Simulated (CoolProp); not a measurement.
Properties of toluene along the isotherm 620 K (Tc = 591.7 K, pc = 4.126 MPa, ω = 0.266).

Model: reference Helmholtz-energy equation of state, Lemmon 2006, in CoolProp. It is a short technical equation, of lower accuracy than the large ones.

| p (MPa) | phase | density (kg/m³) | viscosity (µPa s) |
|---|---|---|---|
| 4.58 | supercritical | 154.6 | 18.2 |
| 9.17 | supercritical | 476.0 | 59.9 |
| 13.8 | supercritical | 529.9 | 74.3 |
| 18.3 | supercritical | 560.5 | 83.9 |
| 22.9 | supercritical | 583.2 | 91.9 |
| 27.5 | supercritical | 601.1 | 98.8 |
| 32.1 | supercritical | 616.1 | 105 |
| 36.7 | supercritical | 629.0 | 111 |
| 41.3 | supercritical | 640.3 | 116 |

Viscosity comes from a separate model (Avgeri 2015).
